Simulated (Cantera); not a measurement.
Input: 1 mol trisilylamine, 49 mol N2, held at 13300 Pa.

Method: chemical equilibrium by Gibbs-energy minimisation in Cantera with the NASA 1993 tables (ideal gas, pure condensed phases). Candidate condensed phases: Si, Si3N4; 18 gas species. The feed counts by its element totals alone. Gases not in the tables: Si2H6 and higher silanes. Kinetics and transport are ignored.

**Question.** Which condensed phases are stable at each of these points (T (K)): 748, 848, 948, 1048, 1148, 1248, 1348, 1448, 1548, 1648, 1748, 1848, 1948, 2048?

**Answer.** 
| T (K) | condensed phases | Si condensed (%) |
|---|---|---|
| 748 | Si3N4(s) | 100.0 |
| 848 | Si3N4(s) | 100.0 |
| 948 | Si3N4(s) | 100.0 |
| 1048 | Si3N4(s) | 100.0 |
| 1148 | Si3N4(s) | 100.0 |
| 1248 | Si3N4(s) | 100.0 |
| 1348 | Si3N4(s) | 100.0 |
| 1448 | Si3N4(s) | 100.0 |
| 1548 | Si3N4(s) | 100.0 |
| 1648 | Si3N4(s) | 100.0 |
| 1748 | Si3N4(s) | 100.0 |
| 1848 | Si3N4(s) | 100.0 |
| 1948 | Si3N4(s) | 99.7 |
| 2048 | Si(l) | 98.6 |

From 748 K to 1948 K the condensed part is Si3N4(s). At 2048 K the condensed part is Si(l).
